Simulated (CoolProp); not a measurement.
Saturation properties of dodecamethylcyclohexasiloxane (D6).

Model: reference Helmholtz-energy equation of state, Colonna 2008, in CoolProp. It is a short technical equation, of lower accuracy than the large ones.

```csv
T (°C),p (kPa),liquid density (kg/m³),vapour density (kg/m³),surface tension (mN/m)
82.55,0.2604,904.7,0.03920,14.3
95.45,0.5455,890.2,0.07930,13.3
108.45,1.075,875.6,0.1511,12.3
121.35,1.988,860.9,0.2707,11.3
134.35,3.503,845.9,0.4631,10.4
147.25,5.870,830.8,0.7548,9.53
160.25,9.475,815.4,1.187,8.67
173.15,14.69,799.9,1.798,7.85
186.15,22.10,783.8,2.652,7.05
199.15,32.29,767.4,3.807,6.28
212.05,45.82,750.6,5.329,5.55
```

It boils at 245.0 °C under 1 atm.

Surface tension comes from a separate correlation (Mulero 2014).
